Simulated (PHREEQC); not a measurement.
3.9 g of hydrous ferric oxide (600 m²/g; 0.2 weak and 0.005 strong sites per Fe, Dzombak-Morel constants, diffuse double layer) in 1 kg of water with 0.005 mol/kgw of an inert sodium salt, at 25 °C; the pH is set by adding NaOH or the inert anion's acid. Oxygen is held at 0.21 atm. No CO2 enters from the air. Precipitation was switched off in this run.

The numbers come from PHREEQC with the ion-association model, wateq4f.dat.

### Question
Predict surface charge σ (C/m²), surface potential ψ (mV) at pH = 5.67, 7, 7.67, 9, 10.33.

### Answer
```json
[
 {"pH": "5.67", "surface charge σ (C/m²)": "0.054", "surface potential ψ (mV)": "129"},
 {"pH": "7", "surface charge σ (C/m²)": "0.013", "surface potential ψ (mV)": "62"},
 {"pH": "7.67", "surface charge σ (C/m²)": "0.004", "surface potential ψ (mV)": "25"},
 {"pH": "9", "surface charge σ (C/m²)": "-0.009", "surface potential ψ (mV)": "-50"},
 {"pH": "10.33", "surface charge σ (C/m²)": "-0.044", "surface potential ψ (mV)": "-118"}
]
```

The oxide is taken as insoluble; below pH 4 it would dissolve.
